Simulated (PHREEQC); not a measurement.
A PHREEQC input (ion-association model, wateq4f.dat):

```
SOLUTION 1
  temp 25
  units mg/kgw
  pH 6.43
  pe 9.5
  Na 2.85
  K 0.0775
  Ca 6.87
  Mg 0.747
  Cl 11.3
  SO4 4.5 as SO4
  Alkalinity 7.04 as HCO3
  Pb 1.21
END
USE solution 1
EQUILIBRIUM_PHASES 1
  CO2(g) -2 10
END
```

The run finishes with these warnings:
```
WARNING: Could not find element in database, SO4.
	Concentration is set to zero.
```

Its last state differs from that of the intended input:

```
quantity                    as run  intended
------------------------  --------  --------
ionic strength (mol/kgw)  0.000695  0.000782
SI of Cerrusite (PbCO3)      -0.63     -0.64
SI of Pb(OH)2 (Pb(OH)2)      -1.76     -1.77
```

The fault: SO4 typed in place of S(6). The line should read `S(6) 4.5` where the input has `SO4 4.5`.
